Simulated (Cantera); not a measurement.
Mixture: 10.1 % CO, 10.1 % H2, 1.01 % CH4, 16.5 % O2, 62.3 % N2, at 7500 Torr, adiabatic and at constant pressure. Ignition delay is the time to a rise of 400 K.

Model: GRI-Mech 3.0 (53 species, 325 reactions), integrated in Cantera.

Task: Predict: delay at 1048 K; delay at 1098 K; delay at 1148 K; delay at 1198 K; delay at 1248 K; delay at 1298 K; apparent activation energy between 1198 and 1298 K.

Result: delay at 1048 K: 1.83 ms
delay at 1098 K: 0.545 ms
delay at 1148 K: 0.161 ms
delay at 1198 K: 49.3 µs
delay at 1248 K: 19.1 µs
delay at 1298 K: 9.74 µs
apparent activation energy between 1198 and 1298 K: 210 kJ/mol
